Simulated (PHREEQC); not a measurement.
Make-up at 20 °C: 0.028 mol NaHCO3, 0.017 mol Na2SO4 and 0.0037 mol KCl per kg of water. Closed to the air; pH follows from the charge balance.

Computed with PHREEQC (ion-association model, wateq4f.dat).

```json
[
 {"quantity": "pH", "before": "8.12", "after": "8.28"},
 {"quantity": "ionic strength (mol/kgw)", "before": "0.0785", "after": "0.00822"},
 {"quantity": "SO4-2 (mol/kgw)", "before": "0.0151", "after": "0.00166"},
 {"quantity": "SI of Nahcolite (NaHCO3)", "before": "-2.40", "after": "-4.26"},
 {"quantity": "SI of Mirabilite (Na2SO4:10H2O)", "before": "-3.51", "after": "-6.09"}
]
```

Problem. What was changed between the two runs?
(A) KCl from 0.0037 to 0.00407 mol/kgw
(B) diluted 10-fold with water
(C) Na2SO4 from 0.017 to 0.17 mol/kgw
(D) NaHCO3 from 0.028 to 0.0308 mol/kgw
(E) diluted 100-fold with water

Solution. B, diluted 10-fold with water

No solid was allowed to form.
